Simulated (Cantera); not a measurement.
An isothermal, constant-pressure homogeneous reactor starts with 47.8 % CH4, 46.4 % H2O, 5.74 % H2, at 1600 K and 1000000 Pa.

Model: GRI-Mech 3.0 (53 species, 325 reactions), integrated in Cantera.

x: mole fraction; the columns are a selection and need not sum to one.

| t (s) | x CH4 | x H2O | x H2 | x C2H4 | x CH2O | x OH |
|---|---|---|---|---|---|---|
| 1.00e-6 | 0.478 | 0.464 | 0.0574 | 4.74e-9 | 6.60e-11 | 4.60e-8 |
| 4.19e-6 | 0.478 | 0.464 | 0.0575 | 3.92e-7 | (withheld) | 1.67e-7 |
| 1.76e-5 | 0.478 | 0.464 | 0.0576 | 1.20e-5 | (withheld) | 3.18e-7 |
| 7.36e-5 | 0.477 | 0.464 | 0.0584 | 0.000142 | (withheld) | 3.86e-7 |
| 0.000308 | 0.470 | 0.463 | 0.0631 | 0.00167 | (withheld) | 5.01e-7 |
| 0.00129 | 0.440 | 0.456 | 0.0891 | 0.00848 | (withheld) | 5.12e-7 |
| 0.00542 | 0.349 | 0.427 | 0.178 | 0.0128 | (withheld) | 4.47e-7 |
| 0.0227 | 0.214 | 0.381 | 0.309 | 0.0236 | (withheld) | 4.11e-7 |
| 0.0951 | 0.176 | 0.338 | 0.370 | 0.0258 | (withheld) | 3.77e-7 |
| 0.399 | 0.173 | 0.261 | 0.434 | 0.0180 | (withheld) | 2.68e-7 |
| 1.67 | 0.142 | 0.165 | 0.531 | 0.00825 | (withheld) | 1.53e-7 |
| 7.00 | 0.0921 | 0.0873 | 0.626 | 0.00250 | (withheld) | 7.47e-8 |

Task: Some entries are withheld; supply them.

Result: 
- 4.19e-6, x CH2O: 4.22e-9
- 1.76e-5, x CH2O: 1.13e-7
- 7.36e-5, x CH2O: 1.02e-6
- 0.000308, x CH2O: 6.26e-6
- 0.00129, x CH2O: 8.55e-6
- 0.00542, x CH2O: 5.32e-6
- 0.0227, x CH2O: 2.69e-6
- 0.0951, x CH2O: 1.83e-6
- 0.399, x CH2O: 1.14e-6
- 1.67, x CH2O: 6.76e-7
- 7.00, x CH2O: 5.89e-7
